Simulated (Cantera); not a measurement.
Mixture: CH4 : CO : O2 : N2 : H2O = 1 : 0.38 : 1.99 : 7.49 : 1.1 (molar parts), equivalence ratio 1.1, at 470000 Pa, adiabatic and at constant volume. Ignition delay is the time to a rise of 400 K.

Detailed kinetics in Cantera: GRI-Mech 3.0 (53 species, 325 reactions).

Task: Predict: delay at 1250 K; delay at 1300 K; delay at 1350 K; delay at 1400 K; delay at 1450 K; delay at 1500 K; delay at 1550 K; apparent activation energy between 1450 and 1550 K.

Result: 
```
Quantity                                                Result
--------------------------------------------------  ----------
delay at 1250 K                                        8.25 ms
delay at 1300 K                                        4.37 ms
delay at 1350 K                                        2.38 ms
delay at 1400 K                                        1.33 ms
delay at 1450 K                                       0.760 ms
delay at 1500 K                                       0.444 ms
delay at 1550 K                                       0.265 ms
apparent activation energy between 1450 and 1550 K  200 kJ/mol
```
